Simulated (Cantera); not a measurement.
Input: 1 mol Si, 0.2 mol CO2, 890 mol N2, 1.9 mol O2, held at 0.940 Pa.

These are equilibrium values from Cantera (NASA tables, ideal gas, pure condensed phases), not measurements of a reactor. Candidate condensed phases: C, Si, SiC, SiO2, Si2N2O, Si3N4; 34 gas species. The tables hold silica as quartz up to 1696 K and as liquid above; real silica turns to tridymite and cristobalite and melts near 1996 K. The numbers say what is thermodynamically allowed, not how fast it happens.

### Question
Which condensed phases are stable at each of these points (T (K)): 900, 975, 1050, 1125, 1200, 1275, 1350, 1425, 1500, 1575, 1650, 1725?

### Answer
```
T (K)  condensed phases  Si condensed (%)
-----  ----------------  ----------------
900      SiO2(β-quartz)             100.0
975      SiO2(β-quartz)             100.0
1050     SiO2(β-quartz)             100.0
1125     SiO2(β-quartz)             100.0
1200     SiO2(β-quartz)             100.0
1275     SiO2(β-quartz)             100.0
1350     SiO2(β-quartz)             100.0
1425     SiO2(β-quartz)             100.0
1500     SiO2(β-quartz)              99.7
1575     SiO2(β-quartz)              93.1
1650     SiO2(β-quartz)               9.6
1725           gas only               0.0
```

From 900 K to 1650 K the condensed part is SiO2(β-quartz). At 1725 K nothing is condensed.
